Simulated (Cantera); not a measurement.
Input: 1 mol SiO2, 1.2 mol CO, 1.3 mol H2, 4 mol CH4, equilibrated at 2323 K and 0.0975 Torr.

Equilibrium computed with Cantera from the NASA thermochemical tables; the gas is ideal and each condensed phase is pure. Candidate condensed phases: C, C6H6, C7H8, C8H18, H2O, Si, SiC, SiO2; 123 gas species. Kinetics and transport are ignored.

Question: What is the equilibrium state?

Answer: 
```
Item                                  Value
--------------------------------  ---------
x(H)                                  0.495
x(H2)                                 0.269
x(CO)                                 0.178
x(Si)                                0.0480
x(SiC2)                             0.00717
x(C2H2 (acetylene))                 0.00130
x(C3)                              0.000196
x(Si2C)                            0.000150
x(C2H)                             0.000115
n(C(graphite))                     1.68 mol
gas amount                        17.95 mol
log10 activity of Si(l) (absent)      -2.26
```
